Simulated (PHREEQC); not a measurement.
Make-up at 25 °C: 0.19 mol (NH4)2HPO4 per kg of water. Closed to the air; pH follows from the charge balance.

The numbers come from PHREEQC with the ion-association model, phreeqc.dat.

No solid was allowed to form.

Q: What pH does the model give?

A: pH 7.95.

Q: In which forms is N present?

A: NH4+ 97 %, NH3 2.6 % of the N.
